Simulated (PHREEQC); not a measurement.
KOH is added in steps, without added water, to 1 kg of water holding 0.0012 mol AgF, 0.0033 mol HF and 0.015 mol Cu(NO3)2, at 88 °C. O2 is buffered at 0.21 atm. No CO2 enters from the air. Solids allowed: Cu(OH)2, Cu2(OH)3NO3, Ag2O, CuF2:2H2O. Others were left out.

Base run: PHREEQC, ion-association model, wateq4f.dat. Each further column changes one thing. The table gives pH.

```tsv
KOH added (mol)	base	diluted 2-fold with water	0.00051 mol/kgw LiOH added	temperature from 88 to 65 °C	no solid may form
0	3.34	3.48	3.48	3.21	3.34
0.003563	4.36	4.59	4.37	4.58	4.40
0.005938	4.40	4.63	4.40	4.61	4.74
0.0095	4.45	4.72	4.46	4.67	5.05
0.01306	4.53	4.87	4.54	4.74	5.37
0.01544	4.59	5.11	4.60	4.80	5.68
0.019	4.68	9.67	4.68	4.93	7.73
0.02256	4.71	10.12	4.72	5.14	8.55
0.02494	4.74	10.28	4.74	5.22	8.79
0.0285	4.85	10.44	4.87	5.26	9.08
0.03206	5.15	10.55	5.28	5.44	9.38
0.03444	9.02	10.61	9.25	9.34	9.66
0.038	9.93	10.69	9.98	10.38	10.06
```

Constants without temperature data keep their 25 °C values here. The database's constant for dissolved Cu(OH)2 is higher than later reviews accept. In at least one series the solution becomes supersaturated in solids that the run did not let form, among them Cu(OH)2, Cu2(OH)3NO3, Ag2O.
